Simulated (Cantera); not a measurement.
A Cantera script and its output.

```python
import numpy as np
import cantera as ct

gas = ct.Solution("h2o2.yaml")
gas.TPX = 1275, 1333, {'H2': 0.03, 'O2': 1, 'N2': 4.9}
reactor = ct.IdealGasConstPressureReactor(gas, energy="off", clone=False)
net = ct.ReactorNet([reactor])
net.rtol, net.atol = 1e-08, 1e-18
show = ['H2', 'O2', 'OH', 'H', 'O', 'H2O2', 'H2O']
times = np.geomspace(0.0005, 1, 11)

steps = ct.SolutionArray(gas, extra=["t"])
rows = []
print(f"{'t/s':>10s}{'T/K':>9s}{'P/Pa':>11s}" + "".join(f"{s:>11s}" for s in show))
for t in times:
    while net.time < t:
        t_next = net.step()
        steps.append(gas.state, t=t_next)
    rows.append([np.interp(t, steps.t, y) for y in (steps.T, steps.P, *steps(*show).X.T)])
    print(f"{t:10.3e}{rows[-1][0]:9.1f}{rows[-1][1]:11.4g}" + "".join(f"{x:11.3e}" for x in rows[-1][2:]))
rate = np.gradient(steps.T, steps.t)
print("integrator steps:", len(steps.t))
if steps.T.max() > steps.T[0] + 200:
    print(f"time of steepest temperature rise: {steps.t[rate.argmax()]:.4e} s")
gas.TPX = 1275, 1333, {'H2': 0.03, 'O2': 1, 'N2': 4.9}
gas.equilibrate("TP")
print(f"equilibrium (TP): T = {gas.T:.1f} K  " + "  ".join(f"{s} {gas[s].X[0]:.3e}" for s in show))
```

Output:

```
       t/s      T/K       P/Pa         H2         O2         OH          H          O       H2O2        H2O
 5.000e-04   1275.0       1333  5.059e-03  1.686e-01  9.632e-10  7.295e-10  1.082e-09  2.737e-13  3.246e-10
 1.069e-03   1275.0       1333  5.059e-03  1.686e-01  3.186e-09  1.547e-09  3.907e-09  1.204e-12  2.275e-09
 2.287e-03   1275.0       1333  5.059e-03  1.686e-01  1.511e-08  5.929e-09  1.998e-08  5.090e-12  1.913e-08
 4.890e-03   1275.0       1333  5.058e-03  1.686e-01  2.269e-07  8.388e-08  3.081e-07  2.016e-11  3.781e-07
 1.046e-02   1275.0       1333  4.919e-03  1.685e-01  5.718e-05  2.160e-05  7.900e-05  2.987e-10  1.008e-04
 2.236e-02   1275.0       1333  1.105e-04  1.643e-01  5.615e-04  5.491e-04  3.733e-03  9.627e-09  4.393e-03
 4.782e-02   1275.0       1333  5.278e-05  1.643e-01  4.536e-04  4.416e-04  3.768e-03  6.698e-09  4.559e-03
 1.023e-01   1275.0       1333  4.831e-05  1.645e-01  4.342e-04  3.835e-04  3.423e-03  6.621e-09  4.604e-03
 2.187e-01   1275.0       1333  4.032e-05  1.648e-01  3.971e-04  2.881e-04  2.818e-03  6.429e-09  4.680e-03
 4.676e-01   1275.0       1333  2.837e-05  1.653e-01  3.335e-04  1.666e-04  1.947e-03  5.944e-09  4.787e-03
 1.000e+00   1275.0       1333  1.531e-05  1.659e-01  2.453e-04  6.471e-05  1.031e-03  4.890e-09  4.898e-03
integrator steps: 757
equilibrium (TP): T = 1275.0 K  H2 5.980e-09  O2 1.665e-01  OH 4.901e-06  H 4.970e-10  O 3.973e-07  H2O2 1.078e-11  H2O 5.069e-03
```

Detailed kinetics in Cantera: the H2/O2 subset of GRI-Mech 3.0, which has no nitrogen chemistry. Radical loss at walls, strong at low pressure, is not modelled.
